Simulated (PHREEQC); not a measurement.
# Brine: speciation

Solution (25 °C): 1.8 mol/kgw NaCl, 0.86 mol/kgw KCl and 0.0015 mol/kgw H4SiO4. Closed to the air; pH follows from the charge balance.

All values are PHREEQC results (Pitzer model, pitzer.dat), not measurements.

Each row changes one thing in this solution. No solid was allowed to form.

```tsv
case	pH	H3SiO4- (mol/kgw)	SI of SiO2(a) (SiO2)	SI of Sylvite (KCl)
as made	5.94	7.42e-7	+0.01	-1.00
NaCl from 1.8 to 1.62 mol/kgw	5.96	7.49e-7	+0.00	-1.03
diluted 10-fold with water	6.70	1.82e-7	-1.14	-2.85
H4SiO4 from 0.0015 to 0.00075 mol/kgw	6.08	5.20e-7	-0.29	-1.00
NaCl replaced by MgCl2 at the same molality	5.12	6.85e-7	+0.37	-0.56
0.026 mol/kgw KOH added	[?]	0.000339	[?]	-0.98
```

Q: Some entries are withheld; supply them.

A: 
- 0.026 mol/kgw KOH added, pH: 12.13
- 0.026 mol/kgw KOH added, SI of SiO2(a) (SiO2): -3.51

Some of these states are supersaturated (in SiO2(a), for instance). In brines, pH and single-ion activities rest on the MacInnes convention.
